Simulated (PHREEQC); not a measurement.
Solution (60 °C): 0.0013 mol/kgw CaCl2, 6.7e-05 mol/kgw NaHCO3 and 0.25 mol/kgw MgSO4. Closed to the air; pH follows from the charge balance.

All values are PHREEQC results (ion-association model, phreeqc.dat), not measurements.

| quantity | before | after |
|---|---|---|
| pH | 6.74 | 6.87 |
| ionic strength (mol/kgw) | 0.293 | 0.168 |

Q: Which change was made?
(A) NaHCO3 from 6.7e-05 to 0.000134 mol/kgw
(B) MgSO4 left out
(C) MgSO4 replaced by MnSO4 at the same molality
(D) MgSO4 from 0.25 to 0.125 mol/kgw
(E) CaCl2 left out

A: D, MgSO4 from 0.25 to 0.125 mol/kgw

No solid was allowed to form. At this temperature some constants are extrapolated from 25 °C, and those without enthalpy data are left unchanged.
